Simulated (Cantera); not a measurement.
Mixture: CH4 : H2 : O2 : N2 = 1 : 0.43 : 1.48 : 5.55 (molar parts), equivalence ratio 1.5, at 1580 Torr, adiabatic and at constant volume. Ignition delay is the time to a rise of 400 K.

Cantera simulation using GRI-Mech 3.0 (53 species, 325 reactions); the numbers are that mechanism's predictions, not measurements.

Question: What does this change do: pressure from 1580 Torr to 323 Torr?

Answer: 
```csv
quantity,before,after
delay at 1200 K,1.80 ms,6.65 ms
delay at 1400 K,0.355 ms,1.19 ms
delay at 1600 K,88.8 µs,0.335 ms
delay at 1800 K,29.3 µs,0.124 ms
delay at 2000 K,11.8 µs,53.2 µs
apparent activation energy between 1900 and 2100 K,140 kJ/mol,130 kJ/mol
```
